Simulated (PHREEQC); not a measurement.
Solution (20 °C): 0.0024 mol/kgw HNO3, 0.00017 mol/kgw CuSO4 and 0.0053 mol/kgw MgCl2. Closed to the air; pH follows from the charge balance.

Computed with PHREEQC (ion-association model, phreeqc.dat).

The pH is 2.67. The ionic strength is 0.0188 mol/kgw, the specific conductance is 1910 µS/cm and the total alkalinity is -2.40 meq/kg.

| species | molality | activity | log γ |
|---|---|---|---|
| Cl- | 0.0106 | 0.00925 | -0.059 |
| Mg+2 | 0.00526 | 0.00318 | -0.219 |
| NO3- | 0.00240 | 0.00209 | -0.061 |
| H+ | 0.00239 | 0.00213 | -0.049 |
| Cu+2 | 0.000166 | 0.000101 | -0.218 |
| SO4-2 | 0.000112 | 6.61e-5 | -0.227 |
| MgSO4 | 4.31e-5 | 4.32e-5 | 0.002 |
| HSO4- | 1.41e-5 | 1.23e-5 | -0.058 |
| CuCl+ | 2.24e-6 | 1.95e-6 | -0.059 |
| CuSO4 | 1.31e-6 | 1.31e-6 | 0.002 |
| CuCl2 | 9.14e-9 | 9.18e-9 | 0.002 |

Precipitation was switched off in this run.
